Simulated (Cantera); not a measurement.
Cantera run:

```python
import numpy as np
import cantera as ct

gas_names = [...]  # 113 gases of nasa_gas.yaml made of C, H, O, Pb
cond_names = """
    C(gr) C6H6(L) C7H8(L) C8H18(L),n-octa H2O(s) H2O(L) Pb(cr) Pb(L) PbO(rd) PbO(yw) PbO(L) PbO2(s)
    Pb3O4(s)
""".split()


# ... load() reads the species with a 1 bar reference pressure and builds the phases ...
atoms = {
    'Pb': {'Pb': 1},
    'H2': {'H': 2},
    'CO': {'C': 1, 'O': 1},
}
top_T = {'C(gr)': 4500, 'Pb3O4(s)': 820}  # K; cautious upper limits of use, not melting points


# ... equilibrate(T, P, feed) seeds the gas with the atoms and calls Mixture.equilibrate('TP', solver="vcs", rtol=1e-11, max_steps=5000) ...
results = []
feed = {'Pb': 1, 'H2': 20, 'CO': 0.18}  # mol
P = 133.322  # Pa
for T in [700, 775, 850, 925, 1000, 1075, 1150, 1225, 1300, 1375, 1450, 1525, 1600]:
    mix = equilibrate(T, P, feed)
    results.append((T, P, feed, dict(zip(mix.species_names, mix.species_moles))))
    x = sorted(zip(gas.X, gas.species_names), reverse=True)
    print(f"T = {T:g} K  P = {P:g} Pa  gas = {mix.phase_moles(0):.4g} mol")
    print("   x: " + "  ".join(f"{s} {v:.3e}" for v, s in x if v > 0.0001))
    print("   condensed (mol): " + ("  ".join(f"{mix.phase(i).name} {mix.phase_moles(i):.4g}"
          for i in range(1, mix.n_phases) if mix.phase_moles(i) > 1e-12) or "none"))
```

Result:

```
T = 700 K  P = 133.322 Pa  gas = 19.98 mol
   x: H2 9.862e-01  CH4 4.980e-03  H2O 4.803e-03  CO 3.852e-03  CO2 1.766e-04
   condensed (mol): Pb(L) 1
T = 775 K  P = 133.322 Pa  gas = 20.13 mol
   x: H2 9.900e-01  CO 7.763e-03  CH4 1.134e-03  H2O 1.090e-03
   condensed (mol): Pb(L) 0.9996
T = 850 K  P = 133.322 Pa  gas = 20.17 mol
   x: H2 9.906e-01  CO 8.656e-03  CH4 2.596e-04  H2O 2.529e-04  Pb 2.387e-04
   condensed (mol): Pb(L) 0.9952
T = 925 K  P = 133.322 Pa  gas = 20.22 mol
   x: H2 9.890e-01  CO 8.830e-03  Pb 2.004e-03
   condensed (mol): Pb(L) 0.9595
T = 1000 K  P = 133.322 Pa  gas = 20.43 mol
   x: H2 9.790e-01  Pb 1.215e-02  CO 8.788e-03
   condensed (mol): Pb(L) 0.7518
T = 1075 K  P = 133.322 Pa  gas = 21.18 mol
   x: H2 9.443e-01  Pb 4.721e-02  CO 8.490e-03
   condensed (mol): none
T = 1150 K  P = 133.322 Pa  gas = 21.18 mol
   x: H2 9.443e-01  Pb 4.721e-02  CO 8.495e-03
   condensed (mol): none
T = 1225 K  P = 133.322 Pa  gas = 21.18 mol
   x: H2 9.443e-01  Pb 4.721e-02  CO 8.497e-03
   condensed (mol): none
T = 1300 K  P = 133.322 Pa  gas = 21.18 mol
   x: H2 9.443e-01  Pb 4.721e-02  CO 8.498e-03
   condensed (mol): none
T = 1375 K  P = 133.322 Pa  gas = 21.18 mol
   x: H2 9.442e-01  Pb 4.721e-02  CO 8.498e-03
   condensed (mol): none
T = 1450 K  P = 133.322 Pa  gas = 21.18 mol
   x: H2 9.440e-01  Pb 4.721e-02  CO 8.497e-03  H 2.517e-04
   condensed (mol): none
T = 1525 K  P = 133.322 Pa  gas = 21.19 mol
   x: H2 9.437e-01  Pb 4.720e-02  CO 8.496e-03  H 6.294e-04
   condensed (mol): none
T = 1600 K  P = 133.322 Pa  gas = 21.2 mol
   x: H2 9.429e-01  Pb 4.718e-02  CO 8.492e-03  H 1.446e-03
   condensed (mol): none
```

Cantera equilibrium calculation (NASA polynomials, part measured and part estimated; ideal gas, pure solids and liquids).
